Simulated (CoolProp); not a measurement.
Vapour-liquid equilibrium of acetone (1) + cyclohexane (2) at 0.536 bar; x and y are mole fractions of (1).

Model: multi-fluid Helmholtz-energy mixture model, Lemmon 2006 and Zhou 2014; pair parameters Bell 2016, in CoolProp.

```
x      bubble temperature, mixture model (K)  bubble temperature, Raoult's law (K)  y, mixture model  y, Raoult's law
-----  -------------------------------------  ------------------------------------  ----------------  ---------------
0.05                                   323.0                                 332.3             0.351            0.105
0.125                                  315.4                                 329.9             0.537            0.242
0.2                                    312.3                                 327.8             0.607            0.359
0.275                                  310.9                                 325.7             0.639            0.461
0.35                                   310.2                                 323.8             0.656            0.549
0.425                                  309.8                                 322.1             0.667            0.626
0.5                                    309.6                                 320.5             0.677            0.694
0.575                                  309.4                                 318.9             0.689            0.755
0.65                                   309.2                                 317.5             0.706            0.809
0.725                                  309.1                                 316.1             0.730            0.858
0.8                                    309.2                                 314.9             0.768            0.902
0.875                                  309.6                                 313.6             0.824            0.941
0.95                                   310.6                                 312.5             0.913            0.978
```

The largest gap from Raoult's law is -15.5 K in bubble temperature, at x = 0.2. y crosses x between x = 0.725 and 0.8: the model has an azeotrope there.

The pair parameters rest on a limited set of measurements; away from them the model extrapolates. With so large a gap from Raoult's law the liquid may split in two, which this calculation doesn't test in full.
